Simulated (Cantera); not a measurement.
Mixture: CH4 : CO : O2 : N2 : CO2 = 1 : 0.6 : 1.64 : 6.18 : 1.4 (molar parts), at 100000 Pa, adiabatic and at constant pressure. Ignition delay is the time to a rise of 400 K.

Cantera simulation using GRI-Mech 3.0 (53 species, 325 reactions); the numbers are that mechanism's predictions, not measurements.

### Question
What does this change do: 0.024 parts C2H6 added?

### Answer
| quantity | before | after |
|---|---|---|
| delay at 1198 K | 0.103 s | 56.8 ms |
| delay at 1248 K | 47.7 ms | 26.7 ms |
| delay at 1298 K | 23.1 ms | 12.9 ms |
| delay at 1348 K | 11.6 ms | 6.44 ms |
| delay at 1398 K | 6.02 ms | 3.31 ms |
| delay at 1448 K | 3.26 ms | 1.77 ms |
| apparent activation energy between 1348 and 1448 K | 210 kJ/mol | 210 kJ/mol |
